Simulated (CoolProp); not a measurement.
Vapour-liquid equilibrium of isopentane (1) + toluene (2) at 382.4 K; x and y are mole fractions of (1).

Values from CoolProp's multi-fluid Helmholtz-energy mixture model, Lemmon 2006 and Lemmon 2006; pair parameters Bell 2016.

### Question
Give the bubble pressure and the first vapour's composition at x = 0.05, 0.45, 0.65. Is there an azeotrope?

### Answer
x = 0.05: 143.1 kPa, y = 0.340; x = 0.45: 490.0 kPa, y = 0.865; x = 0.65: 629.0 kPa, y = 0.921. No azeotrope shows between x = 0.05 and 0.95.

The pair parameters rest on a limited set of measurements; away from them the model extrapolates.
